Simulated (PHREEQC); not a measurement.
A solution holds 0.028 mol CuCl2 and 0.056 mol Na2SO4 per kg of water, at 70 °C. Closed to the air; pH follows from the charge balance.

All values are PHREEQC results (ion-association model, wateq4f.dat), not measurements.

This is a speciation only: nothing precipitates in the calculation.

Task: What pH, ionic strength does the model give?

Result: pH 4.45; ionic strength 0.187 mol/kgw.

Task: In which forms is S present?

Result: SO4-2 68 %, CuSO4 19 %, NaSO4- 12 % of the S.

Saturation is exceeded, for instance for Atacamite, Tenorite (slow to form); the values hold only as long as no solid forms. Complexes and solids missing from the database can't appear. Away from 25 °C the constants follow the database's enthalpies or fits; those with neither stay at their 25 °C values.
